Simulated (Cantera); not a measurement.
Mixture: H2 : O2 : N2 = 1 : 0.263 : 0.989 (molar parts), equivalence ratio 1.9, at 3.06 atm, adiabatic and at constant volume. Ignition delay is the time to a rise of 400 K.

Computed with Cantera and the H2/O2 subset of GRI-Mech 3.0, which has no nitrogen chemistry. The hydrogen kinetics of GRI-Mech 3.0 are dated; newer H2 mechanisms differ, most at raised pressure. Where the delays flatten at high temperature, the 400 K rule measures the pace of heat release, not the induction time.

### Question
What does this change do: pressure from 3.06 atm to 0.987 atm?

### Answer
```csv
quantity,before,after
delay at 1200 K,20.0 µs,49.4 µs
delay at 1275 K,11.8 µs,33.9 µs
delay at 1350 K,8.08 µs,24.9 µs
delay at 1425 K,5.95 µs,19.4 µs
delay at 1500 K,4.62 µs,15.9 µs
delay at 1575 K,3.73 µs,13.7 µs
delay at 1650 K,3.13 µs,12.4 µs
```
